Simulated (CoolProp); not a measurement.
Normal hydrogen at 298.15 K and 2.39 MPa is throttled through a valve to 0.674 MPa with no heat exchange. Each further row changes one setting.

Values from CoolProp's reference Helmholtz-energy equation of state, Leachman 2009.

```tsv
case	temperature change (K)	final density (kg/m³)
as stated	+0.5	0.545
outlet pressure 0.202 MPa	+0.7	0.164
outlet pressure 0.876 MPa	+0.5	0.708
```
